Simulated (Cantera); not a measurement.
Mixture: CO : H2 : O2 : N2 : H2O = 1 : 1.1 : 1.57 : 5.89 : 0.78 (molar parts), at 8.20 bar, adiabatic and at constant volume. Ignition delay is the time to a rise of 400 K.

Model: GRI-Mech 3.0 (53 species, 325 reactions), integrated in Cantera. The hydrogen kinetics of GRI-Mech 3.0 are dated; newer H2 mechanisms differ, most at raised pressure. Where the delays flatten at high temperature, the 400 K rule measures the pace of heat release, not the induction time.

Q: What does this change do: O2 1.57 to 0.78 parts?

A: 
```tsv
quantity	before	after
delay at 1175 K	0.190 ms	0.207 ms
delay at 1275 K	21.3 µs	27.1 µs
delay at 1375 K	5.78 µs	8.14 µs
delay at 1475 K	3.11 µs	4.47 µs
delay at 1575 K	2.11 µs	3.07 µs
apparent activation energy between 1525 and 1625 K	66 kJ/mol	64 kJ/mol
```
